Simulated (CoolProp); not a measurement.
Saturation properties of m-xylene (Tc = 616.9 K, pc = 3.535 MPa, ω = 0.326).

Values from CoolProp's reference Helmholtz-energy equation of state, Zhou 2012.

```json
[
 {"T (K)": "436.5", "p (MPa)": "0.1865", "liquid density (kg/m³)": "730.5", "vapour density (kg/m³)": "5.841", "surface tension (mN/m)": "13.8", "liquid conductivity (mW/(m K))": "95.3"},
 {"T (K)": "446.7", "p (MPa)": "0.2355", "liquid density (kg/m³)": "719.6", "vapour density (kg/m³)": "7.299", "surface tension (mN/m)": "12.8", "liquid conductivity (mW/(m K))": "93.1"},
 {"T (K)": "456.9", "p (MPa)": "0.2939", "liquid density (kg/m³)": "708.4", "vapour density (kg/m³)": "9.035", "surface tension (mN/m)": "11.8", "liquid conductivity (mW/(m K))": "91.0"},
 {"T (K)": "467.1", "p (MPa)": "0.3629", "liquid density (kg/m³)": "696.9", "vapour density (kg/m³)": "11.09", "surface tension (mN/m)": "10.9", "liquid conductivity (mW/(m K))": "89.0"},
 {"T (K)": "477.3", "p (MPa)": "0.4436", "liquid density (kg/m³)": "685.0", "vapour density (kg/m³)": "13.50", "surface tension (mN/m)": "9.97", "liquid conductivity (mW/(m K))": "87.1"},
 {"T (K)": "487.5", "p (MPa)": "0.5373", "liquid density (kg/m³)": "672.6", "vapour density (kg/m³)": "16.33", "surface tension (mN/m)": "9.06", "liquid conductivity (mW/(m K))": "85.3"},
 {"T (K)": "497.7", "p (MPa)": "0.6453", "liquid density (kg/m³)": "659.8", "vapour density (kg/m³)": "19.65", "surface tension (mN/m)": "8.17", "liquid conductivity (mW/(m K))": "83.6"},
 {"T (K)": "508", "p (MPa)": "0.7702", "liquid density (kg/m³)": "646.2", "vapour density (kg/m³)": "23.57", "surface tension (mN/m)": "7.30", "liquid conductivity (mW/(m K))": "82.0"}
]
```

It boils at 412.2 K under 1 atm.

Thermal conductivity comes from a separate model (Mylona 2014). Surface tension comes from a separate correlation (Mulero 2014).
